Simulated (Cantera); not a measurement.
Charge: 1 mol Fe₂O₃, 6 mol C, 0.048 mol CO, at 7.50 Torr.

These are equilibrium values from Cantera (NASA tables, ideal gas, pure condensed phases), not measurements of a reactor. Candidate condensed phases: C, Fe, Fe(CO)₅, FeO, Fe₂O₃, Fe₃O₄; 15 gas species. Iron dissolves carbon and melts from about 1420 K in contact with it, which pure phases cannot show. Condensed phases not in the tables: cementite and carbon dissolved in iron. The numbers say what is thermodynamically allowed, not how fast it happens.

x: gas mole fraction; n: condensed amount in mol.

| T (K) | x CO | x Fe | x CO₂ | n C(graphite) | n Fe(γ) | n Fe(δ) |
|---|---|---|---|---|---|---|
| 1200 | 1.000 | ___ | 0.000189 | 3.00 | 2.00 | 0 |
| 1250 | 1.000 | ___ | 9.62e-5 | 3.00 | 2.00 | 0 |
| 1300 | 1.000 | ___ | 5.17e-5 | 3.00 | 2.00 | 0 |
| 1350 | 1.000 | ___ | 2.92e-5 | 3.00 | 2.00 | 0 |
| 1400 | 1.000 | ___ | 1.72e-5 | 3.00 | 2.00 | 0 |
| 1450 | 1.000 | ___ | 1.05e-5 | 3.00 | 2.00 | 0 |
| 1500 | 1.000 | ___ | 6.64e-6 | 3.00 | 2.00 | 0 |
| 1550 | 1.000 | ___ | 4.33e-6 | 3.00 | 2.00 | 0 |
| 1600 | 1.000 | ___ | 2.91e-6 | 3.00 | 2.00 | 0 |
| 1650 | 1.000 | ___ | 2.00e-6 | 3.00 | 2.00 | 0 |
| 1700 | 0.999 | ___ | 1.41e-6 | 3.00 | 0 | 2.00 |
| 1750 | 0.999 | ___ | 1.01e-6 | 3.00 | 0 | 2.00 |

Task: Some entries are withheld; supply them.

Result: 
- 1200, x Fe: 4.96e-9
- 1250, x Fe: 2.48e-8
- 1300, x Fe: 1.09e-7
- 1350, x Fe: 4.30e-7
- 1400, x Fe: 1.53e-6
- 1450, x Fe: 4.99e-6
- 1500, x Fe: 1.50e-5
- 1550, x Fe: 4.19e-5
- 1600, x Fe: 0.000110
- 1650, x Fe: 0.000270
- 1700, x Fe: 0.000629
- 1750, x Fe: 0.00139
